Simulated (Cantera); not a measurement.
An isothermal, constant-pressure homogeneous reactor starts with CH4 : N2 = 1 : 4 (molar parts), at 1800 K and 0.296 atm. Integrator tolerance rtol = 1e-08.

Model: GRI-Mech 3.0 (53 species, 325 reactions), integrated in Cantera. GRI-Mech 3.0 stops at C3 and has no aromatics, soot or wall deposition, so with more carbon than oxygen in the feed, carbon stays in small species such as C2H2 where larger ones or solid carbon would form.

Problem. What does this change do: pressure from 0.296 atm to 0.000118 atm?

Solution. 
```json
[
 {"quantity": "x(CH4) at 2.00 s", "before": "0.000623 (gas-phase equilibrium 0.000412)", "after": "0.169 (gas-phase equilibrium 1.55e-7)"},
 {"quantity": "x(CH2) at 2.00 s", "before": "2.46e-8 (gas-phase equilibrium 1.63e-8)", "after": "4.99e-6 (gas-phase equilibrium 1.59e-8)"},
 {"quantity": "x(CH3) at 2.00 s", "before": "1.66e-5 (gas-phase equilibrium 1.10e-5)", "after": "0.00473 (gas-phase equilibrium 2.10e-7)"},
 {"quantity": "x(C2H2) at 2.00 s", "before": "0.0829 (gas-phase equilibrium 0.0367)", "after": "0.00465 (gas-phase equilibrium 0.0365)"},
 {"quantity": "x(C2H) at 2.00 s", "before": "9.57e-7 (gas-phase equilibrium 4.23e-7)", "after": "1.04e-7 (gas-phase equilibrium 2.14e-5)"},
 {"quantity": "x(HCN) at 2.00 s", "before": "8.49e-6 (gas-phase equilibrium 0.0928)", "after": "2.66e-8 (gas-phase equilibrium 0.0922)"}
]
```
Radical loss at walls, strong at low pressure, is not modelled.
